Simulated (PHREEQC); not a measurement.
Make-up at 20 °C: 0.0015 mol/kgw NaHSO4 and 0.00018 mol/kgw NaOH. Closed to the air; pH follows from the charge balance.

Computed with PHREEQC (ion-association model, wateq4f.dat).

No solid was allowed to form.

Task: Order these S species by the share of S that they hold, largest first: NaSO4-, SO4-2, HSO4-.

Result: SO4-2 (92 %), HSO4- (7.4 %), NaSO4- (0.57 %)

The pH is 2.94 and the ionic strength 0.00426 mol/kgw. Species that the database lacks are ignored.
